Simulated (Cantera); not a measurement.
What does this Cantera script print?

```python
import numpy as np
import cantera as ct

gas_names = """
    O2 CL2
""".split()
cond_names = """
    Ca(b) CaCL2(s) CaO(s)
""".split()


# ... load() reads the species with a 1 bar reference pressure and builds the phases ...
species = {s.name: s for s in load("nasa_gas.yaml", gas_names) + load("nasa_condensed.yaml", cond_names)}
T = 750
g = {n: (s.thermo.h(T) - T * s.thermo.s(T)) / (ct.gas_constant * T * np.log(10)) for n, s in species.items()}
valid = cond_names  # the entries whose range holds T


def stable(la, lb):
    # potentials (over RT ln 10) of the two non-metals from log10 p(O2) and log10 p(CL2) in bar
    mu = {}
    mu["O"] = (g["O2"] + la) / 2
    mu["Cl"] = (g["CL2"] + lb) / 2
    cost = {}
    for n in valid:
        c = species[n].composition
        cost[n] = (g[n] - sum(c.get(e, 0) * m for e, m in mu.items())) / c["Ca"]
    return min(cost, key=cost.get)


results = []
for lb in [1, -0.9, -2.7, -4.6, -6.4, -8.3, -10.1, -12, -13.9, -15.7, -17.6, -19.4, -21.3, -23.1, -25]:
    row = [stable(la, lb) for la in [-20, -18.8, -17.5, -16.3, -15.1, -13.8, -12.6, -11.4, -10.1, -8.9, -7.6, -6.4, -5.2, -3.9, -2.7, -1.5, -0.2, 1]]
    results.append(row)
    print(f"{lb:6.1f}  " + " ".join(f"{valid.index(n):x}" for n in row))
print("key: " + ", ".join(f"{i:x} {n}" for i, n in enumerate(valid)))
```

Output:

```
   1.0  1 1 1 1 1 1 1 1 1 1 1 1 1 1 1 1 1 1
  -0.9  1 1 1 1 1 1 1 1 1 1 1 1 1 1 1 1 1 1
  -2.7  1 1 1 1 1 1 1 1 1 1 1 1 1 1 1 1 1 1
  -4.6  1 1 1 1 1 1 1 1 1 1 1 1 1 1 1 1 1 1
  -6.4  1 1 1 1 1 1 1 1 1 1 1 1 1 1 1 1 1 1
  -8.3  1 1 1 1 1 1 1 1 1 1 1 1 1 1 1 1 1 2
 -10.1  1 1 1 1 1 1 1 1 1 1 1 1 1 1 2 2 2 2
 -12.0  1 1 1 1 1 1 1 1 1 1 1 2 2 2 2 2 2 2
 -13.9  1 1 1 1 1 1 1 1 2 2 2 2 2 2 2 2 2 2
 -15.7  1 1 1 1 1 2 2 2 2 2 2 2 2 2 2 2 2 2
 -17.6  1 1 2 2 2 2 2 2 2 2 2 2 2 2 2 2 2 2
 -19.4  2 2 2 2 2 2 2 2 2 2 2 2 2 2 2 2 2 2
 -21.3  2 2 2 2 2 2 2 2 2 2 2 2 2 2 2 2 2 2
 -23.1  2 2 2 2 2 2 2 2 2 2 2 2 2 2 2 2 2 2
 -25.0  2 2 2 2 2 2 2 2 2 2 2 2 2 2 2 2 2 2
key: 0 Ca(b), 1 CaCL2(s), 2 CaO(s)
```

Source: NASA polynomial tables (part measured, part estimated), evaluated in Cantera. Not in the tables: oxide halides.
